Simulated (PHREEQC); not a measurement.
A solution holds 28 mmol/kgw Pb(NO3)2, 0.23 mmol/kgw KNO3 and 0.053 mmol/kgw Na2SO4, at 20 °C. Closed to the air; pH follows from the charge balance.

Model: ion-association model, wateq4f.dat, run in PHREEQC.

Each row changes one thing in this solution. Precipitation was switched off in this run.

| case | pH | ionic strength (mol/kgw) | NO3- (mol/kgw) | Pb+2 (mol/kgw) | PbNO3+ (mol/kgw) | PbSO4 (mol/kgw) | SI of Larnakite (PbO:PbSO4) | SI of Pb(OH)2 (Pb(OH)2) |
|---|---|---|---|---|---|---|---|---|
| as made | 4.70 | 0.0714 | 0.0498 | 0.0215 | 0.00640 | 3.56e-5 | +0.36 | -0.97 |
| Na2SO4 from 5.3e-05 to 5.83e-05 mol/kgw | 4.70 | 0.0715 | 0.0498 | 0.0215 | 0.00640 | 3.92e-5 | +0.40 | -0.97 |
| Pb(NO3)2 from 0.028 to 0.0056 mol/kgw | 5.07 | 0.0161 | 0.0109 | 0.00507 | 0.000494 | 2.71e-5 | +0.51 | -0.70 |
| temperature from 20 to 90 °C | 4.70 | 0.0727 | 0.0505 | 0.0222 | 0.00576 | 3.26e-5 | +1.20 | +0.99 |
| Pb(NO3)2 from 0.028 to 0.042 mol/kgw | 4.59 | 0.103 | 0.0726 | 0.0303 | 0.0117 | 3.69e-5 | +0.26 | -1.09 |
| temperature from 20 to 50 °C | 4.70 | 0.0719 | 0.0501 | 0.0218 | 0.00616 | 3.46e-5 | +0.78 | -0.02 |
| Pb(NO3)2 from 0.028 to 0.14 mol/kgw | 4.25 | 0.292 | 0.216 | 0.0758 | 0.0640 | 3.97e-5 | -0.07 | -1.48 |

Some of these states are supersaturated (in Anglesite, Larnakite, Pb(OH)2, for instance). At this temperature some constants are extrapolated from 25 °C, and those without enthalpy data are left unchanged.
